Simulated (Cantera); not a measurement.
**Iron carbonyl, mercury and lead vapours: HgO + H2 + N2**

Feed: 1 mol HgO, 0.097 mol H2, 0.11 mol N2, at 46.0 mbar.

Method: chemical equilibrium by Gibbs-energy minimisation in Cantera with the NASA 1993 tables (ideal gas, pure condensed phases). Candidate condensed phases: H2O, Hg, HgO; 25 gas species. Equilibrium is a limit: real reactors are often held back by kinetics, nucleation or transport.

At 252 °C the condensed part is HgO(s). From 352 °C to 952 °C nothing is condensed. The main Hg-bearing gas is Hg throughout.

```
T (°C)  log p Hg  log p N2  log p H2O  log p O2  log p NO  log p OH  n HgO(s)
------  --------  --------  ---------  --------  --------  --------  --------
252        -1.83     -1.78      -1.83     -5.12    -11.88      <-13     0.903
352        -1.56     -2.52      -2.57     -1.90     -9.19    -13.11         0
452        -1.56     -2.52      -2.57     -1.90     -8.13    -11.25         0
552        -1.56     -2.52      -2.57     -1.90     -7.34     -9.83         0
652        -1.56     -2.52      -2.57     -1.90     -6.71     -8.72         0
752        -1.56     -2.52      -2.57     -1.90     -6.21     -7.82         0
852        -1.56     -2.52      -2.57     -1.90     -5.79     -7.09         0
952        -1.56     -2.52      -2.57     -1.90     -5.45     -6.47         0
```
log p: log10 of the partial pressure in bar; n: condensed amount in mol.
